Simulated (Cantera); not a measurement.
Charge: 1 mol Ti(OiPr)4, 0.15 mol H2O, 1.5 mol NH3, equilibrated at 27.0 Pa.

Equilibrium computed with Cantera from the NASA thermochemical tables; the gas is ideal and each condensed phase is pure. Candidate condensed phases: C, C6H6, C7H8, C8H18, H2O, Ti, TiC, TiN, TiO, TiO2, Ti2O3, Ti3O5, Ti4O7; 139 gas species. The feed counts by its element totals alone. TiC: taken at fixed stoichiometry. Equilibrium is a limit: real reactors are often held back by kinetics, nucleation or transport. All values below are at 1900 K.

Base state: H2 0.732, CO 0.191, H 0.0413, N2 0.0337, HCN 0.00153, C2H2 (acetylene) 0.000280, HNC 7.18e-5 (mole fractions); condensed: C(graphite) + TiC(s).

Problem. What changes in the equilibrium state with this change: pressure from 27.0 Pa to 10000 Pa?

Solution. 
| species | before | after |
|---|---|---|
| H2 | 0.732 | 0.767 |
| CO | 0.191 | 0.195 |
| N2 | 0.0337 | 0.0343 |
| H | 0.0413 | 0.00220 |
| CH4 | 8.14e-8 | 3.30e-5 |
| C2H2 (acetylene) | 0.000280 | 0.000293 |
| HNC | 7.18e-5 | 7.42e-5 |
| HCN | 0.00153 | 0.00158 |
| C(graphite), mol | 6.80 | 6.80 |
| TiC(s), mol | 1.000 | 1.00 |
